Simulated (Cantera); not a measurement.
A closed system holds: 1 mol Si₂Cl₆, 66 mol H₂, equilibrated at 0.100 bar.

These are equilibrium values from Cantera (NASA tables, ideal gas, pure condensed phases), not measurements of a reactor. Candidate condensed phases: Si; 19 gas species. The feed counts by its element totals alone. Kinetics and transport are ignored.

Over these rows the condensed part is Si(s). Partial pressures as log10 of bar:

| T (K) | 1000/T (1/K) | log p SiCl₄ | log p H₂ | log p HCl | log p SiCl₂ |
|---|---|---|---|---|---|
| 1325 | 0.7547 | -3.88 | -1.03 | -2.25 | -3.04 |
| 1375 | 0.7273 | -4.20 | -1.03 | -2.24 | -2.98 |
| 1425 | 0.7018 | -4.54 | -1.03 | -2.23 | -2.94 |
| 1475 | 0.6780 | -4.87 | -1.03 | -2.22 | -2.92 |
| 1525 | 0.6557 | ? | -1.03 | -2.22 | -2.90 |
| 1575 | 0.6349 | -5.49 | -1.03 | -2.23 | -2.89 |

Task: Fit log p(SiCl₄) = a + b·(1000/T) to the five rows, give the apparent enthalpy, and predict the row at 1525 K.

Result: Means: 1000/T = 0.6993, log p = -4.596. Sxy = 0.114304, Sxx = 0.0084605, so b = 13.51 and a = -4.596 − (13.51)×0.6993 = -14.04.
Apparent enthalpy: −19.145 × (13.51) = -259 kJ/mol. With the condensed phases at unit activity, 2 SiCl₂(g) = SiCl₄(g) + Si(s) links this pressure to the main gases: over the six rows their terms move log p by +0.30 in all, so the slope isn't that reaction's ΔH° alone. The five rows lie within 0.04 of the line.
Prediction at 1525 K: -14.04 + (13.51)×0.6557 = -5.18. The computed value is -5.19, 0.01 from the line.
